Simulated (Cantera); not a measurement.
# n-butane + CO₂ + N₂ (carbon deposition, reforming and gasification)

Input: 1 mol n-butane, 0.63 mol CO₂, 0.34 mol N₂, at 2800000 Pa.

Method: chemical equilibrium by Gibbs-energy minimisation in Cantera with the NASA 1993 tables (ideal gas, pure condensed phases). Candidate condensed phases: C, C₆H₆, C₇H₈, C₈H₁₈, H₂O; 136 gas species. Kinetics and transport are ignored.

From 1675 K to 2275 K the condensed part is C(graphite). The main C-bearing gas is CO throughout.

```csv
T (K),x H₂,x CO,x N₂,x CH₄,x HCN,x C₂H₂ (acetylene),x H₂O,n C(graphite)
1675,0.734,0.192,0.0522,0.0182,0.000624,4.26e-5,0.00220,3.26
1750,0.739,0.192,0.0518,0.0140,0.000935,8.49e-5,0.00146,3.28
1825,0.743,0.192,0.0514,0.0109,0.00135,0.000159,0.00101,3.29
1900,0.745,0.192,0.0510,0.00873,0.00190,0.000284,0.000714,3.30
1975,0.746,0.192,0.0505,0.00708,0.00259,0.000485,0.000520,3.30
2050,0.747,0.192,0.0500,0.00583,0.00345,0.000793,0.000387,3.30
2125,0.747,0.192,0.0493,0.00486,0.00450,0.00125,0.000294,3.29
2200,0.746,0.191,0.0486,0.00410,0.00574,0.00191,0.000228,3.28
2275,0.745,0.191,0.0477,0.00349,0.00719,0.00284,0.000180,3.26
```
x: gas mole fraction; n: condensed amount in mol.
